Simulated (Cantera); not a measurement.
A closed system holds: 1 mol Si2Cl6, 1.7 mol N2, held at 475 °C and 62.0 Pa.

Equilibrium computed with Cantera from the NASA thermochemical tables; the gas is ideal and each condensed phase is pure. Candidate condensed phases: Si, Si3N4; 13 gas species. The feed counts by its element totals alone. N2 is the only nitrogen source here; it is nearly inert below about 1500 K, so the nitride shown seldom forms there in practice. Kinetics and transport are ignored.

Base state: SiCl4 0.523, N2 0.477 (mole fractions); condensed: Si3N4(s).

### Question
What changes in the equilibrium state with this change: temperature from 475 °C to 1750 °C?

### Answer
| species | before | after |
|---|---|---|
| Cl | <1e-9 | 0.344 |
| SiCl2 | <1e-9 | 0.341 |
| N2 | 0.477 | 0.301 |
| SiCl4 | 0.523 | 0.000391 |
| SiCl3 | 1.58e-6 | 0.0110 |
| SiCl | <1e-9 | 0.00146 |
| Si | <1e-9 | 0.000363 |
| Cl2 | <1e-9 | 0.000114 |
| Si3N4(s), mol | 0.167 | 0 |
The tables' values for SiCl3, SiCl are old estimates; treat these amounts as uncertain.
